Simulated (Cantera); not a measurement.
Feed: 1 mol Si₃N₄, 34 mol HCl, 2.3 mol N₂, at 775 °C and 17.0 mbar.

Cantera equilibrium calculation (NASA polynomials, part measured and part estimated; ideal gas, pure solids and liquids). Candidate condensed phases: NH₄Cl, Si, Si₃N₄; 28 gas species. The tables' values for SiCl₃ are old estimates; treat these amounts as uncertain. Rates play no part.

### Question
What is the equilibrium state?

### Answer
```json
{
 "x(HCl)": "0.624",
 "x(H₂)": "0.170",
 "x(N₂)": "0.122",
 "x(SiCl₄)": "0.0846",
 "x(SiHCl₃)": "0.000235",
 "x(SiCl₃)": "0.000137",
 "x(SiCl₂)": "4.09e-6",
 "gas_amount": "35.30 mol",
 "log10 activity of Si(s) (absent)": "-6.02"
}
```
